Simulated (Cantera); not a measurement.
What does this Cantera script print?

```python
import numpy as np
import cantera as ct

gas = ct.Solution("gri30.yaml")
gas.TPX = 1275, 45000, {'H2': 1.6, 'O2': 1, 'N2': 9.1}
reactor = ct.IdealGasConstPressureReactor(gas, energy="off", clone=False)
net = ct.ReactorNet([reactor])
net.rtol, net.atol = 1e-08, 1e-18
show = ['H2', 'O2', 'H2O2', 'NO', 'H2O', 'O']
times = np.geomspace(2e-05, 90, 11)

steps = ct.SolutionArray(gas, extra=["t"])
rows = []
print(f"{'t/s':>10s}{'T/K':>9s}{'P/Pa':>11s}" + "".join(f"{s:>11s}" for s in show))
for t in times:
    while net.time < t:
        t_next = net.step()
        steps.append(gas.state, t=t_next)
    rows.append([np.interp(t, steps.t, y) for y in (steps.T, steps.P, *steps(*show).X.T)])
    print(f"{t:10.3e}{rows[-1][0]:9.1f}{rows[-1][1]:11.4g}" + "".join(f"{x:11.3e}" for x in rows[-1][2:]))
rate = np.gradient(steps.T, steps.t)
print("integrator steps:", len(steps.t))
if steps.T.max() > steps.T[0] + 200:
    print(f"time of steepest temperature rise: {steps.t[rate.argmax()]:.4e} s")
gas.TPX = 1275, 45000, {'H2': 1.6, 'O2': 1, 'N2': 9.1}
gas.equilibrate("TP")
print(f"equilibrium (TP): T = {gas.T:.1f} K  " + "  ".join(f"{s} {gas[s].X[0]:.3e}" for s in show))
```

Output:

```
       t/s      T/K       P/Pa         H2         O2       H2O2         NO        H2O          O
 2.000e-05   1275.0    4.5e+04  1.368e-01  8.547e-02  1.945e-10  6.756e-18  9.140e-08  1.575e-08
 9.254e-05   1275.0    4.5e+04  1.344e-01  8.447e-02  1.524e-07  1.540e-10  1.630e-03  2.112e-04
 4.282e-04   1275.0    4.5e+04  8.623e-03  2.311e-02  1.657e-06  1.331e-05  1.298e-01  2.717e-03
 1.981e-03   1275.0    4.5e+04  7.914e-04  1.855e-02  8.117e-07  1.452e-05  1.455e-01  1.677e-04
 9.169e-03   1275.0    4.5e+04  3.643e-05  1.833e-02  1.118e-07  1.448e-05  1.467e-01  7.574e-06
 4.243e-02   1275.0    4.5e+04  2.752e-06  1.833e-02  1.479e-08  1.448e-05  1.468e-01  6.775e-07
 1.963e-01   1275.0    4.5e+04  4.068e-07  1.834e-02  2.690e-09  1.452e-05  1.468e-01  1.088e-07
 9.084e-01   1275.0    4.5e+04  1.139e-07  1.834e-02  7.778e-10  1.452e-05  1.468e-01  2.975e-08
 4.203e+00   1275.0    4.5e+04  8.990e-08  1.834e-02  6.025e-10  1.452e-05  1.468e-01  2.272e-08
 1.945e+01   1275.0    4.5e+04  8.979e-08  1.834e-02  6.017e-10  1.452e-05  1.468e-01  2.269e-08
 9.000e+01   1275.0    4.5e+04  8.979e-08  1.834e-02  6.017e-10  1.452e-05  1.468e-01  2.269e-08
integrator steps: 1966
equilibrium (TP): T = 1275.0 K  H2 8.990e-08  O2 1.830e-02  H2O2 6.009e-10  NO 1.024e-04  H2O 1.468e-01  O 2.266e-08
```

Detailed kinetics in Cantera: GRI-Mech 3.0 (53 species, 325 reactions). The temperature is held fixed by assumption; the heat of reaction is taken as removed at once.
